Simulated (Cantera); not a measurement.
Input: 1 mol FeS2, 3.5 mol SO3, a varied amount of H2O, at 850 K and 10.0 mbar.

Equilibrium computed with Cantera from the NASA thermochemical tables; the gas is ideal and each condensed phase is pure. Candidate condensed phases: Fe, FeO, Fe(OH)2, Fe(OH)3, FeS, FeSO4, FeS2, Fe2O3, Fe2(SO4)3, Fe3O4, H2O, H2SO4, S; 22 gas species. FeS: taken at fixed stoichiometry. Gases not in the tables: S3 to S7. Kinetics and transport are ignored.

Q: At 0.72 mol H2O, list the 6 most abundant gas species with their mole fractions, and the condensed phases.

A: SO2 0.849, H2O 0.125, S2 0.0237, H2S 0.00172, S2O 0.00111, H2 0.000123. Condensed: FeS(s) + Fe3O4(s).
